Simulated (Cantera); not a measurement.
A closed system holds: 1 mol C3H6, 0.032 mol O2, 0.26 mol N2, 0.9 mol H2O, equilibrated at 998.15 K and 4.60 mbar.

Equilibrium computed with Cantera from the NASA thermochemical tables; the gas is ideal and each condensed phase is pure. Candidate condensed phases: C, C6H6, C7H8, C8H18, H2O; 136 gas species. Equilibrium is a limit: real reactors are often held back by kinetics, nucleation or transport.

Base state: H2 0.761, CO 0.188, N2 0.0508, H2O 0.000268, CH4 0.000259, CO2 9.56e-5 (mole fractions); condensed: C(graphite).

### Question
What changes in the equilibrium state with this change: H2O from 0.9 to 0.022 mol?

### Answer
```json
[
 {"species": "H2", "before": "0.761", "after": "0.897"},
 {"species": "N2", "before": "0.0508", "after": "0.0772"},
 {"species": "CO", "before": "0.188", "after": "0.0255"},
 {"species": "CO2", "before": "9.56e-5", "after": "1.76e-6"},
 {"species": "H2O", "before": "0.000268", "after": "4.29e-5"},
 {"species": "CH4", "before": "0.000259", "after": "0.000360"},
 {"species": "C(graphite), mol", "before": "2.04", "after": "2.91"}
]
```
